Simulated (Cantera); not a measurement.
What does this Cantera script print?

```python
import numpy as np
import cantera as ct

gas_names = """
    Fe FeO Fe(OH)2 H HO2 H2 H2O H2O2 O OH O2 O3
""".split()
cond_names = """
    Fe(a) Fe(c) Fe(d) Fe(L) FeO(s) FeO(L) Fe(OH)2(s) Fe(OH)3(s) Fe2O3(s) Fe3O4(s) H2O(s) H2O(L)
""".split()


def load(file, names, dense=False):
    # The tables refer to 1 bar. Condensed volumes are neglected.
    table = {s.name: s for s in ct.Species.list_from_file(file)}
    out = []
    for n in names:
        d = dict(table[n].input_data)
        d["thermo"] = dict(d["thermo"], **{"reference-pressure": 1e5})
        if dense:
            d["equation-of-state"] = {"model": "constant-volume", "density": "1e6 g/cm^3"}
        out.append(ct.Species.from_dict(d))
    return out


gas = ct.Solution(thermo="ideal-gas", species=load("nasa_gas.yaml", gas_names))
cond = {s.name: ct.Solution(thermo="fixed-stoichiometry", species=[s], name=s.name)
        for s in load("nasa_condensed.yaml", cond_names, dense=True)}
atoms = {
    'Fe2O3': {'Fe': 2, 'O': 3},
    'O2': {'O': 2},
    'H2O': {'H': 2, 'O': 1},
}
top_T = {'Fe2O3(s)': 1830, 'Fe3O4(s)': 1870}  # K; cautious upper limits of use, not melting points


def equilibrate(T, P, feed):
    n = {}
    for name, mol in feed.items():
        for a, k in atoms[name].items():
            n[a] = n.get(a, 0.0) + k * mol
    gas.TPX = T, P, n
    mass = sum(n.values()) * gas.mean_molecular_weight
    gas.equilibrate("TP")
    valid = [c for c in cond.values() if c.min_temp <= T <= top_T.get(c.name, c.max_temp)]
    mix = ct.Mixture([(gas, mass / gas.mean_molecular_weight)] + [(c, 0.0) for c in valid])
    mix.T, mix.P = T, P
    mix.equilibrate("TP", solver="vcs", rtol=1e-11, max_steps=5000)
    return mix


results = []
feed = {'Fe2O3': 1, 'O2': 0.6, 'H2O': 0.29}  # mol
T = 900  # K
P = 160000  # Pa
mix = equilibrate(T, P, feed)
results.append((T, P, feed, dict(zip(mix.species_names, mix.species_moles))))
x = sorted(zip(gas.X, gas.species_names), reverse=True)
print(f"T = {T:g} K  P = {P:g} Pa  gas = {mix.phase_moles(0):.4g} mol")
print("   x: " + "  ".join(f"{s} {v:.3e}" for v, s in x if v > 1e-06))
print("   condensed (mol): " + ("  ".join(f"{mix.phase(i).name} {mix.phase_moles(i):.4g}"
      for i in range(1, mix.n_phases) if mix.phase_moles(i) > 1e-12) or "none"))
```

It prints:

```
T = 900 K  P = 160000 Pa  gas = 0.89 mol
   x: O2 6.742e-01  H2O 3.258e-01
   condensed (mol): Fe2O3(s) 1
```

Equilibrium computed with Cantera from the NASA thermochemical tables; the gas is ideal and each condensed phase is pure.
